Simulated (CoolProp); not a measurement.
Vapour-liquid equilibrium of ethane (1) + C2F6 (R116) (2) at 255 kPa; x and y are mole fractions of (1).

Computed with CoolProp (multi-fluid Helmholtz-energy mixture model, Bücker 2006 and Lemmon 2006; pair parameters Bell 2016).

```tsv
x	bubble temperature (°C)	y at the bubble point	dew temperature at overall composition x (°C)	liquid density (mol/L)
0.05	-62.5	0.175	-60.0	11.27
0.15	-68.0	0.411	-62.0	11.80
0.25	-71.4	0.540	-64.1	12.30
0.35	-73.2	0.609	-66.5	12.79
0.45	-74.1	0.646	-69.0	13.30
0.55	-74.4	0.666	-71.7	13.86
0.65	-74.5	0.680	-74.1	14.48
0.75	-74.5	0.699	-73.9	15.20
0.85	-74.0	0.742	-72.3	16.00
0.95	-72.1	0.861	-70.5	16.86
```

y crosses x between x = 0.65 and 0.75: the model has an azeotrope there.

Pair parameters are fitted to limited data, so mixtures are less certain than the pure fluids. With so large a gap from Raoult's law the liquid may split in two, which this calculation doesn't test in full.
